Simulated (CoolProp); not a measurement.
The fluid at 298.15 K and 0.762 MPa (gas) is heated at constant pressure to 345.6 K. The same conditions are run with several fluids, on thermodynamics alone (safety and materials aside).

Values from CoolProp's reference Helmholtz-energy equation of state of each fluid (R125: Lemmon 2005; normal hydrogen: Leachman 2009; R410A: Lemmon 2003; R1132(E): Akasaka 2024; methane: Setzmann 1991). Blends and air are pseudo-pure fits.

```json
[
 {"fluid": "R125", "heat (kJ/kg)": "42.3", "final density (kg/m³)": "34.3"},
 {"fluid": "normal hydrogen", "heat (kJ/kg)": "683", "final density (kg/m³)": "0.532"},
 {"fluid": "R410A", "heat (kJ/kg)": "45.0", "final density (kg/m³)": "20.5"},
 {"fluid": "R1132(E)", "heat (kJ/kg)": "50.5", "final density (kg/m³)": "18.0"},
 {"fluid": "methane", "heat (kJ/kg)": "110", "final density (kg/m³)": "4.29"}
]
```
